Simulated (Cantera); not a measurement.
A freely propagating, adiabatic, planar premixed flame of C₃H₈ : O₂ : N₂ = 1 : 7.35 : 32.4 (molar parts), unburnt at 450 K and 5.00 bar; mixture-averaged transport, grid criteria slope 0.08 and curve 0.16, no radiation.

Detailed kinetics in Cantera: GRI-Mech 3.0 (53 species, 325 reactions). GRI-Mech 3.0 was tuned for natural gas; its chemistry of propane as a main component is partial and can be far from experiment. Burning velocities carry a grid error of a few per cent, more on coarse grids.

Task: What does this change do: inlet temperature 450 to 473 K?

Result: 
```
quantity                     before      after
------------------------  ---------  ---------
laminar burning velocity  20.5 cm/s  23.3 cm/s
thermal thickness          0.178 mm   0.169 mm
peak x(C₂H)                 4.12e-8    4.75e-8
peak x(HCO)                 7.85e-6    8.65e-6
peak x(HCN)                 6.87e-8    7.64e-8
peak x(HO₂)                0.000279   0.000287
```

Task: What does this change do: inlet temperature 450 to 375 K?

Result: 
```json
[
 {"quantity": "laminar burning velocity", "before": "20.5 cm/s", "after": "13.2 cm/s"},
 {"quantity": "thermal thickness", "before": "0.178 mm", "after": "0.215 mm"},
 {"quantity": "peak x(C₂H)", "before": "4.12e-8", "after": "2.53e-8"},
 {"quantity": "peak x(HCO)", "before": "7.85e-6", "after": "5.60e-6"},
 {"quantity": "peak x(HCN)", "before": "6.87e-8", "after": "4.75e-8"},
 {"quantity": "peak x(HO₂)", "before": "0.000279", "after": "0.000251"}
]
```
